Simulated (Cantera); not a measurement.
A closed system holds: 1 mol HMDSO, 5.3 mol N2O, 0.16 mol H2, held at 1150 K and 5.10 mbar.

Method: chemical equilibrium by Gibbs-energy minimisation in Cantera with the NASA 1993 tables (ideal gas, pure condensed phases). Candidate condensed phases: C, C6H6, C7H8, C8H18, H2O, Si, SiC, SiO2, Si2N2O, Si3N4; 151 gas species. The feed counts by its element totals alone. Mutual solubility and eutectic melting of coexisting phases are not modelled. The tables hold silica as quartz up to 1696 K and as liquid above; real silica turns to tridymite and cristobalite and melts near 1996 K. Kinetics and transport are ignored.

Base state: H2 0.545, N2 0.314, CO 0.141, CH4 3.55e-5, H2O 1.83e-5, HCN 1.73e-5 (mole fractions); condensed: C(graphite) + SiO2(β-quartz) + Si2N2O(s).

**Question.** What changes in the equilibrium state with this change: HMDSO replaced by SiH2Cl2?

**Answer.** 
```json
[
 {"species": "N2", "before": "0.314", "after": "0.588"},
 {"species": "HCl", "before": "0", "after": "0.206"},
 {"species": "O2", "before": "<1e-9", "after": "0.170"},
 {"species": "H2", "before": "0.545", "after": "3.76e-9"},
 {"species": "CO", "before": "0.141", "after": "0"},
 {"species": "H2O", "before": "1.83e-5", "after": "0.0258"},
 {"species": "Cl2", "before": "0", "after": "0.00648"},
 {"species": "Cl", "before": "0", "after": "0.00309"},
 {"species": "C(graphite), mol", "before": "3.64", "after": "0"},
 {"species": "SiO2(β-quartz), mol", "before": "1.96", "after": "1.00"},
 {"species": "Si2N2O(s), mol", "before": "0.0206", "after": "0"}
]
```
Further candidate phases: NH4Cl.

**Question.** What changes in the equilibrium state with this change: temperature from 1150 K to 1975 K?

**Answer.** 
```tsv
species	before	after
H2	0.545	0.431
N2	0.314	0.253
CO	0.141	0.246
SiO	1.66e-8	0.0546
H	7.71e-7	0.0126
Si	<1e-9	0.00159
SiH	<1e-9	5.36e-5
C(graphite), mol	3.64	0
SiO2(β-quartz), mol	1.96	0
Si2N2O(s), mol	0.0206	0
SiC(s), mol	0	0.821
```
The tables' values for SiN are old estimates; treat these amounts as uncertain.
